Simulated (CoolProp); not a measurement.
The fluid at 298.15 K and 0.206 MPa is throttled through a valve to 0.0649 MPa with no heat exchange. The same conditions are run with several fluids, on thermodynamics alone (safety and materials aside).

Values from CoolProp's reference Helmholtz-energy equation of state of each fluid (c-C4F8 (RC318): Platzer 1990; R507A: Lemmon 2003; R407C: Lemmon 2003; hydrogen chloride: Thol 2018; ethane: Bücker 2006). The equations of Platzer and Polt are older, rougher fits. Blends and air are pseudo-pure fits.

```tsv
fluid	temperature change (K)	final density (kg/m³)
c-C4F8 (RC318)	-2.3	5.38
R507A	-2.4	2.64
R407C	-3.0	2.30
hydrogen chloride	-2.2	0.966
ethane	-1.6	0.795
```
